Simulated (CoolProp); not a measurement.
Vapour-liquid equilibrium of hydrogen sulfide (1) + propane (2) at 0.342 bar; x and y are mole fractions of (1).

Values from CoolProp's multi-fluid Helmholtz-energy mixture model, Lemmon 2006 and Lemmon 2009; pair parameters Kunz 2012.

| x | bubble temperature (K) | y at the bubble point | dew temperature at overall composition x (K) | liquid density (mol/L) |
|---|---|---|---|---|
| 0.05 | 201.7 | 0.371 | 208.2 | 14.21 |
| 0.15 | … | 0.617 | 206.4 | 15.08 |
| 0.25 | 192.5 | 0.693 | … | … |
| 0.35 | 191.6 | 0.722 | 202.2 | … |
| 0.45 | 191.3 | 0.732 | 199.8 | 18.33 |
| 0.55 | 191.2 | 0.736 | 197.0 | 19.78 |
| 0.65 | 191.2 | 0.738 | … | … |
| 0.75 | 191.2 | 0.747 | 191.2 | 23.35 |
| 0.85 | 191.3 | 0.777 | … | … |
| 0.95 | 192.2 | 0.876 | 193.0 | 27.70 |

Task: Complete the blanks.

Result: 
- 0.15, bubble temperature (K): 195.0
- 0.25, dew temperature at overall composition x (K): 204.4
- 0.25, liquid density (mol/L): 16.02
- 0.35, liquid density (mol/L): 17.09
- 0.65, dew temperature at overall composition x (K): 193.9
- 0.65, liquid density (mol/L): 21.45
- 0.85, dew temperature at overall composition x (K): 191.9
- 0.85, liquid density (mol/L): 25.45

y crosses x between x = 0.65 and 0.75: the model has an azeotrope there.

The pair parameters rest on a limited set of measurements; away from them the model extrapolates. With so large a gap from Raoult's law the liquid may split in two, which this calculation doesn't test in full.
